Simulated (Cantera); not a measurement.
Gas mixture: C2H6 = 0.83 (molar parts), at 10.0 bar, frozen composition.

Cantera's kinetic-theory transport with the Lennard-Jones parameters of GRI-Mech 3.0, ideal gas; thermal conductivity in the multicomponent form. The composition is frozen, though it would react at the higher temperatures.

D: mixture-averaged diffusion coefficient of that species in the mixture.

```csv
T (K),ρ (kg/m³),cp (J/kg/K),μ (µPa s),λ (mW/m/K),Pr,D (cm²/s) OH,D (cm²/s) O,D (cm²/s) N2
400,9.04,2167,12.3,35.5,0.752,0.0380,___,0.0253
600,6.03,2972,17.4,68.8,0.753,0.0773,___,0.0518
800,4.52,3591,21.8,104,0.753,0.126,___,0.0849
1000,3.62,4080,25.7,140,0.751,0.184,___,0.124
1200,3.01,4449,29.3,174,0.750,0.250,___,0.169
1400,2.58,4736,32.6,206,0.748,0.324,___,0.218
1600,2.26,4957,35.7,237,0.747,0.404,___,0.273
```

**Question.** Complete the blanks.

**Answer.** 
- 400, D (cm²/s) O: 0.0388
- 600, D (cm²/s) O: 0.0788
- 800, D (cm²/s) O: 0.129
- 1000, D (cm²/s) O: 0.188
- 1200, D (cm²/s) O: 0.255
- 1400, D (cm²/s) O: 0.330
- 1600, D (cm²/s) O: 0.412
